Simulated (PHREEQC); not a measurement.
## Polishing slurry liquid (model solution)

Make-up at 25 °C: 0.23 mol/kgw TMAH, 0.00042 mol/kgw H4SiO4 and 0.00088 mol/kgw KH2PO4. Closed to the air; pH follows from the charge balance.

All values are PHREEQC results (ion-association model, phreeqc.dat), not measurements.

The pH is 13.20, the ionic strength comes out as 0.234 mol/kgw and the activity of water is 0.992. The total alkalinity is 230 meq/kg.

| species | molality | activity | log γ |
|---|---|---|---|
| (CH3)4N+ | 0.230 | 0.163 | -0.151 |
| OH- | 0.228 | 0.158 | -0.158 |
| K+ | 0.000880 | 0.000616 | -0.155 |
| PO4-3 | 0.000861 | 3.78e-5 | -1.357 |
| H2SiO4-2 | 0.000302 | 8.90e-5 | -0.531 |
| H3SiO4- | 0.000118 | 8.32e-5 | -0.151 |
| HPO4-2 | 1.89e-5 | 5.33e-6 | -0.550 |
| H4SiO4 | 3.40e-8 | 3.59e-8 | 0.023 |
| KHPO4- | 8.70e-9 | 6.41e-9 | -0.133 |

Precipitation was switched off in this run. (CH3)4N+ isn't in the database: it is added as a free cation with an ion size of 4 Å.
